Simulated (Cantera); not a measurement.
A Cantera script and its output.

```python
import numpy as np
import cantera as ct

gas = ct.Solution("h2o2.yaml")
gas.TPX = 1300, 500000, {'H2': 1, 'O2': 0.333, 'N2': 3.13}
reactor = ct.IdealGasConstPressureReactor(gas, energy="on", clone=False)
net = ct.ReactorNet([reactor])
net.rtol, net.atol = 1e-08, 1e-16
show = ['H2', 'O2', 'H', 'OH', 'H2O2', 'O', 'HO2']
times = np.geomspace(5e-06, 0.8, 11)

steps = ct.SolutionArray(gas, extra=["t"])
rows = []
print(f"{'t/s':>10s}{'T/K':>9s}{'P/Pa':>11s}" + "".join(f"{s:>11s}" for s in show))
for t in times:
    while net.time < t:
        t_next = net.step()
        steps.append(gas.state, t=t_next)
    rows.append([np.interp(t, steps.t, y) for y in (steps.T, steps.P, *steps(*show).X.T)])
    print(f"{t:10.3e}{rows[-1][0]:9.1f}{rows[-1][1]:11.4g}" + "".join(f"{x:11.3e}" for x in rows[-1][2:]))
rate = np.gradient(steps.T, steps.t)
print("integrator steps:", len(steps.t))
if steps.T.max() > steps.T[0] + 200:
    print(f"time of steepest temperature rise: {steps.t[rate.argmax()]:.4e} s")
gas.TPX = 1300, 500000, {'H2': 1, 'O2': 0.333, 'N2': 3.13}
gas.equilibrate("HP")
print(f"equilibrium (HP): T = {gas.T:.1f} K  " + "  ".join(f"{s} {gas[s].X[0]:.3e}" for s in show))
```

Result:

```
       t/s      T/K       P/Pa         H2         O2          H         OH       H2O2          O        HO2
 5.000e-06   1300.0      5e+05  2.240e-01  7.460e-02  6.275e-06  3.942e-07  4.874e-08  6.260e-07  3.615e-06
 1.657e-05   2050.9      5e+05  7.252e-02  2.145e-03  3.332e-02  7.201e-03  5.065e-07  2.420e-03  4.264e-06
 5.493e-05   2305.6      5e+05  7.854e-02  1.212e-04  6.888e-03  2.245e-03  5.657e-08  1.345e-04  2.534e-07
 1.821e-04   2345.8      5e+05  8.001e-02  1.384e-05  2.347e-03  8.040e-04  9.248e-09  1.595e-05  1.969e-08
 6.034e-04   2352.1      5e+05  8.027e-02  6.342e-06  1.620e-03  5.589e-04  4.574e-09  7.616e-06  7.388e-09
 2.000e-03   2352.2      5e+05  8.028e-02  6.252e-06  1.609e-03  5.553e-04  4.516e-09  7.516e-06  7.258e-09
 6.629e-03   2352.2      5e+05  8.028e-02  6.252e-06  1.609e-03  5.553e-04  4.516e-09  7.516e-06  7.258e-09
 2.197e-02   2352.2      5e+05  8.028e-02  6.252e-06  1.609e-03  5.553e-04  4.516e-09  7.516e-06  7.258e-09
 7.282e-02   2352.2      5e+05  8.028e-02  6.252e-06  1.609e-03  5.553e-04  4.516e-09  7.516e-06  7.258e-09
 2.414e-01   2352.2      5e+05  8.028e-02  6.252e-06  1.609e-03  5.553e-04  4.516e-09  7.516e-06  7.258e-09
 8.000e-01   2352.2      5e+05  8.028e-02  6.252e-06  1.609e-03  5.553e-04  4.516e-09  7.516e-06  7.258e-09
integrator steps: 1382
time of steepest temperature rise: 1.2316e-05 s
equilibrium (HP): T = 2352.2 K  H2 8.028e-02  O2 6.252e-06  H 1.609e-03  OH 5.553e-04  H2O2 4.516e-09  O 7.516e-06  HO2 7.258e-09
```

Detailed kinetics in Cantera: the H2/O2 subset of GRI-Mech 3.0, which has no nitrogen chemistry. The hydrogen kinetics of GRI-Mech 3.0 are dated; newer H2 mechanisms differ, most at raised pressure.
